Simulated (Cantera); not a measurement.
A Cantera script and what it prints.

```python
import numpy as np
import cantera as ct

gas_names = """
    Fe FeO Fe(OH)2 H HO2 H2 H2O H2O2 O OH O2 O3
""".split()
cond_names = """
    Fe(a) Fe(c) Fe(d) Fe(L) FeO(s) FeO(L) Fe(OH)2(s) Fe(OH)3(s) Fe2O3(s) Fe3O4(s) H2O(s) H2O(L)
""".split()


# ... load() reads the species with a 1 bar reference pressure and builds the phases ...
atoms = {
    'Fe3O4': {'Fe': 3, 'O': 4},
    'H2': {'H': 2},
}
top_T = {'Fe2O3(s)': 1830, 'Fe3O4(s)': 1870}  # K; cautious upper limits of use, not melting points


# ... equilibrate(T, P, feed) seeds the gas with the atoms and calls Mixture.equilibrate('TP', solver="vcs", rtol=1e-11, max_steps=5000) ...
results = []
feed = {'Fe3O4': 1, 'H2': 130}  # mol
T = 748.15  # K
P = 30  # Pa
mix = equilibrate(T, P, feed)
results.append((T, P, feed, dict(zip(mix.species_names, mix.species_moles))))
x = sorted(zip(gas.X, gas.species_names), reverse=True)
print(f"T = {T:g} K  P = {P:g} Pa  gas = {mix.phase_moles(0):.4g} mol")
print("   x: " + "  ".join(f"{s} {v:.3e}" for v, s in x if v > 0.001))
print("   condensed (mol): " + ("  ".join(f"{mix.phase(i).name} {mix.phase_moles(i):.4g}"
      for i in range(1, mix.n_phases) if mix.phase_moles(i) > 1e-12) or "none"))
```

Output:

```
T = 748.15 K  P = 30 Pa  gas = 130 mol
   x: H2 9.692e-01  H2O 3.077e-02
   condensed (mol): Fe(a) 3
```

These are equilibrium values from Cantera (NASA tables, ideal gas, pure condensed phases), not measurements of a reactor.
